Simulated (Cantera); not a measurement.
Feed: 1 mol Ti, 4.1 mol CO₂, a varied amount of H₂, at 1550 K and 0.000230 bar.

Method: chemical equilibrium by Gibbs-energy minimisation in Cantera with the NASA 1993 tables (ideal gas, pure condensed phases). Candidate condensed phases: C, C₆H₆, C₇H₈, C₈H₁₈, H₂O, Ti, TiC, TiO, TiO₂, Ti₂O₃, Ti₃O₅, Ti₄O₇; 113 gas species. Mutual solubility and eutectic melting of coexisting phases are not modelled. Condensed phases not in the tables: Magnéli phases beyond Ti₄O₇. Equilibrium is a limit: real reactors are often held back by kinetics, nucleation or transport.

x: gas mole fraction; n: condensed amount in mol.

```tsv
n(H₂) (mol)	x H₂	x CO	x H₂O	x CO₂	n TiO₂(rutile)	n Ti₄O₇(s)
7.6	0.502	0.317	0.146	0.0330	1.00	0
11	0.606	0.253	0.121	0.0181	1.00	0
16	?	?	?	?	1.00	0
22	?	?	?	?	1.000	0
32	0.829	0.111	0.0555	0.00265	1.000	0
45	0.873	0.0820	0.0413	0.00139	1.000	0
65	0.909	0.0586	0.0297	0.000684	1.000	0
93	0.934	0.0418	0.0214	0.000342	0.950	0.0124
130	0.950	0.0303	0.0173	0.000198	0	0.250
190	0.965	0.0210	0.0120	9.34e-5	0	0.250
270	0.974	0.0149	0.00852	4.66e-5	0	0.250
```

### Question
Some entries are withheld; supply them.

### Answer

- 16, x H₂: 0.700
- 16, x CO: 0.194
- 16, x H₂O: 0.0949
- 16, x CO₂: 0.00943
- 22, x H₂: 0.766
- 22, x CO: 0.152
- 22, x H₂O: 0.0751
- 22, x CO₂: 0.00531
